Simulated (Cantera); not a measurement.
A diamond (100) surface in a fixed gas of H2 with x(CH4) = 0.0041, x(CH3) = 0.0012, at 1048 K, 0.0257 atm; coverages are run to steady state.

Cantera simulation using the Harris–Goodwin 1993 mechanism for the reconstructed diamond (100) surface; the numbers are that mechanism's predictions, not measurements.

One state of this run: growth (µm/h) = 19.0; θ c6HH = 0.539; θ c6H* = 0.0222; θ c6*H = 0.398; θ c6** = 0.0130; θ c6HM = 0.0193. θ: site fractions in the mechanism's names (c6HH fully hydrogenated, c6H* and c6*H radical sites, c6** diradical, c6HM methylated).

### Question
Which value of x(H) does it belong to?
(A) 0.0002
(B) 0.026
(C) 0.0016
(D) 0.0004

### Answer
B, 0.026
